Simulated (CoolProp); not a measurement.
Vapour-liquid equilibrium of cyclopropane (1) + R134a (2) at 1.66 MPa; x and y are mole fractions of (1).

The numbers come from the multi-fluid Helmholtz-energy mixture model, Polt 1992 and Tillner-Roth 1994; pair parameters Bell 2016 in CoolProp. This equation is an older, rougher fit; its heat capacities, sound speeds and derivatives of the liquid may be far off and weren't checked against measurements.

```json
[
 {"x": "0.05", "bubble temperature, mixture model (°C)": "56.9", "bubble temperature, Raoult's law (°C)": "59.4", "y, mixture model": "0.087", "y, Raoult's law": "0.050"},
 {"x": "0.125", "bubble temperature, mixture model (°C)": "?", "bubble temperature, Raoult's law (°C)": "59.4", "y, mixture model": "0.197", "y, Raoult's law": "0.125"},
 {"x": "0.2", "bubble temperature, mixture model (°C)": "?", "bubble temperature, Raoult's law (°C)": "59.4", "y, mixture model": "?", "y, Raoult's law": "0.200"},
 {"x": "0.275", "bubble temperature, mixture model (°C)": "49.7", "bubble temperature, Raoult's law (°C)": "59.4", "y, mixture model": "0.357", "y, Raoult's law": "0.275"},
 {"x": "0.35", "bubble temperature, mixture model (°C)": "48.6", "bubble temperature, Raoult's law (°C)": "59.4", "y, mixture model": "0.417", "y, Raoult's law": "0.350"},
 {"x": "0.425", "bubble temperature, mixture model (°C)": "47.9", "bubble temperature, Raoult's law (°C)": "59.4", "y, mixture model": "0.468", "y, Raoult's law": "0.425"},
 {"x": "0.5", "bubble temperature, mixture model (°C)": "47.6", "bubble temperature, Raoult's law (°C)": "59.4", "y, mixture model": "?", "y, Raoult's law": "0.500"},
 {"x": "0.575", "bubble temperature, mixture model (°C)": "47.6", "bubble temperature, Raoult's law (°C)": "59.4", "y, mixture model": "?", "y, Raoult's law": "0.575"},
 {"x": "0.65", "bubble temperature, mixture model (°C)": "48.0", "bubble temperature, Raoult's law (°C)": "59.4", "y, mixture model": "0.603", "y, Raoult's law": "0.650"},
 {"x": "0.725", "bubble temperature, mixture model (°C)": "48.8", "bubble temperature, Raoult's law (°C)": "59.4", "y, mixture model": "0.653", "y, Raoult's law": "0.725"},
 {"x": "0.8", "bubble temperature, mixture model (°C)": "50.1", "bubble temperature, Raoult's law (°C)": "59.4", "y, mixture model": "?", "y, Raoult's law": "0.800"},
 {"x": "0.875", "bubble temperature, mixture model (°C)": "52.3", "bubble temperature, Raoult's law (°C)": "59.4", "y, mixture model": "0.791", "y, Raoult's law": "0.875"},
 {"x": "0.95", "bubble temperature, mixture model (°C)": "55.9", "bubble temperature, Raoult's law (°C)": "59.4", "y, mixture model": "0.900", "y, Raoult's law": "0.950"}
]
```

Question: Fill in the missing entries.

Answer: 
- 0.125, bubble temperature, mixture model (°C): 53.7
- 0.2, bubble temperature, mixture model (°C): 51.4
- 0.2, y, mixture model: 0.286
- 0.5, y, mixture model: 0.514
- 0.575, y, mixture model: 0.558
- 0.8, y, mixture model: 0.713

The largest gap from Raoult's law is -11.8 K in bubble temperature, at x = 0.5. y crosses x between x = 0.5 and 0.575: the model has an azeotrope there.

The pair parameters rest on a limited set of measurements; away from them the model extrapolates.
